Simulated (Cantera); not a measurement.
Input (Python, Cantera) and output of one run.

```python
import numpy as np
import cantera as ct

gas_names = [...]  # 49 gases of nasa_gas.yaml made of B, Cl, H, N, O
cond_names = """
    B(b) B(L) BN(s) B2O3(L) B3O3H3(cr) H2O(s) H2O(L) NH4CL(a) NH4CL(b)
""".split()


# ... load() reads the species with a 1 bar reference pressure and builds the phases ...
atoms = {
    'BCl3': {'B': 1, 'CL': 3},
    'O2': {'O': 2},
    'N2': {'N': 2},
    'NH3': {'N': 1, 'H': 3},
}
top_T = {'BN(s)': 3200}  # K; cautious upper limits of use, not melting points


# ... equilibrate(T, P, feed) seeds the gas with the atoms and calls Mixture.equilibrate('TP', solver="vcs", rtol=1e-11, max_steps=5000) ...
results = []
feed = {'BCl3': 1, 'O2': 1.4, 'N2': 14, 'NH3': 3.4}  # mol
P = 38  # Pa
for T in [1675, 1750, 1825, 1900, 1975, 2050, 2125, 2200, 2275]:
    mix = equilibrate(T, P, feed)
    results.append((T, P, feed, dict(zip(mix.species_names, mix.species_moles))))
    x = sorted(zip(gas.X, gas.species_names), reverse=True)
    print(f"T = {T:g} K  P = {P:g} Pa  gas = {mix.phase_moles(0):.4g} mol")
    print("   x: " + "  ".join(f"{s} {v:.3e}" for v, s in x if v > 1e-05))
    print("   condensed (mol): " + ("  ".join(f"{mix.phase(i).name} {mix.phase_moles(i):.4g}"
          for i in range(1, mix.n_phases) if mix.phase_moles(i) > 1e-12) or "none"))
```

Output:

```
T = 1675 K  P = 38 Pa  gas = 22.84 mol
   x: N2 6.872e-01  HCL 1.292e-01  H2 1.005e-01  HBO2 3.877e-02  H2O 3.768e-02  B2O3 2.267e-03  CL 1.895e-03  H 1.889e-03  BOCL 2.200e-04  HBO 1.492e-04  BO 5.779e-05  BO2 4.301e-05  OH 3.423e-05
   condensed (mol): none
T = 1750 K  P = 38 Pa  gas = 22.89 mol
   x: N2 6.859e-01  HCL 1.271e-01  H2 1.003e-01  H2O 3.802e-02  HBO2 3.791e-02  H 3.778e-03  CL 3.693e-03  B2O3 2.520e-03  BOCL 2.832e-04  HBO 2.058e-04  BO 1.462e-04  BO2 1.019e-04  OH 8.398e-05
   condensed (mol): none
T = 1825 K  P = 38 Pa  gas = 22.97 mol
   x: N2 6.835e-01  HCL 1.235e-01  H2 9.973e-02  H2O 3.832e-02  HBO2 3.687e-02  H 7.134e-03  CL 6.739e-03  B2O3 2.739e-03  BOCL 3.498e-04  BO 3.396e-04  HBO 2.738e-04  BO2 2.237e-04  OH 1.916e-04  NO 1.227e-05  O 1.053e-05
   condensed (mol): none
T = 1900 K  P = 38 Pa  gas = 23.1 mol
   x: N2 6.796e-01  HCL 1.179e-01  H2 9.873e-02  H2O 3.854e-02  HBO2 3.553e-02  H 1.279e-02  CL 1.153e-02  B2O3 2.899e-03  BO 7.282e-04  BO2 4.578e-04  BOCL 4.126e-04  OH 4.101e-04  HBO 3.509e-04  O 3.991e-05  NO 3.030e-05
   condensed (mol): none
T = 1975 K  P = 38 Pa  gas = 23.31 mol
   x: N2 6.735e-01  HCL 1.097e-01  H2 9.693e-02  H2O 3.855e-02  HBO2 3.374e-02  H 2.185e-02  CL 1.849e-02  B2O3 2.964e-03  BO 1.447e-03  BO2 8.760e-04  OH 8.282e-04  BOCL 4.609e-04  HBO 4.317e-04  O 1.374e-04  NO 7.006e-05  O2 2.363e-05
   condensed (mol): none
T = 2050 K  P = 38 Pa  gas = 23.63 mol
   x: N2 6.643e-01  HCL 9.871e-02  H2 9.384e-02  H2O 3.810e-02  H 3.565e-02  HBO2 3.128e-02  CL 2.776e-02  B2O3 2.898e-03  BO 2.667e-03  OH 1.582e-03  BO2 1.567e-03  HBO 5.070e-04  BOCL 4.833e-04  O 4.337e-04  NO 1.525e-04  O2 7.549e-05
   condensed (mol): none
T = 2125 K  P = 38 Pa  gas = 24.1 mol
   x: N2 6.513e-01  H2 8.900e-02  HCL 8.505e-02  H 5.557e-02  CL 3.896e-02  H2O 3.666e-02  HBO2 2.791e-02  BO 4.578e-03  OH 2.840e-03  B2O3 2.674e-03  BO2 2.605e-03  O 1.257e-03  HBO 5.662e-04  BOCL 4.727e-04  NO 3.115e-04  O2 2.201e-04
   condensed (mol): none
T = 2200 K  P = 38 Pa  gas = 24.76 mol
   x: N2 6.338e-01  H 8.278e-02  H2 8.210e-02  HCL 6.964e-02  CL 5.110e-02  H2O 3.333e-02  HBO2 2.341e-02  BO 7.375e-03  OH 4.690e-03  BO2 3.966e-03  O 3.296e-03  B2O3 2.293e-03  HBO 6.020e-04  NO 5.871e-04  O2 5.645e-04  BOCL 4.312e-04
   condensed (mol): none
T = 2275 K  P = 38 Pa  gas = 25.65 mol
   x: N2 6.115e-01  H 1.177e-01  H2 7.301e-02  CL 6.270e-02  HCL 5.388e-02  H2O 2.737e-02  HBO2 1.781e-02  BO 1.125e-02  O 7.595e-03  OH 6.868e-03  BO2 5.375e-03  B2O3 1.777e-03  O2 1.192e-03  NO 9.882e-04  HBO 6.103e-04  BOCL 3.684e-04
   condensed (mol): none
```

Method: chemical equilibrium by Gibbs-energy minimisation in Cantera with the NASA 1993 tables (ideal gas, pure condensed phases). The tables' values for BOCl are old estimates; treat these amounts as uncertain.
